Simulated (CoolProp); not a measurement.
Saturation properties of 1-butene.

Values from CoolProp's reference Helmholtz-energy equation of state, Lemmon 2005. It is a short technical equation, of lower accuracy than the large ones.

| T (°C) | p (MPa) | liquid density (kg/m³) | liquid cp (kJ/(kg K)) | vapour Z |
|---|---|---|---|---|
| -25.45 | 0.04494 | 647.1 | 2.096 | 0.9757 |
| -15.25 | 0.07051 | 635.8 | 2.132 | 0.9670 |
| -5.15 | 0.1060 | 624.3 | 2.171 | 0.9565 |
| 5.05 | 0.1545 | 612.4 | 2.214 | 0.9440 |
| 15.25 | 0.2186 | 600.2 | 2.260 | 0.9293 |
| 25.45 | 0.3013 | 587.6 | 2.311 | 0.9123 |
| 35.55 | 0.4044 | 574.7 | 2.367 | 0.8932 |
| 45.75 | 0.5334 | 561.1 | 2.429 | 0.8713 |
| 55.95 | 0.6907 | 546.8 | 2.499 | 0.8466 |
| 66.15 | 0.8798 | 531.7 | 2.580 | 0.8189 |
| 76.35 | 1.105 | 515.7 | 2.674 | 0.7879 |
| 86.45 | 1.367 | 498.6 | 2.787 | 0.7534 |
| 96.65 | 1.675 | 479.7 | 2.933 | 0.7140 |
| 106.85 | 2.032 | 458.6 | 3.132 | 0.6691 |
| 117.05 | 2.444 | 434.4 | 3.440 | 0.6166 |

It boils at -6.3 °C under 1 atm.
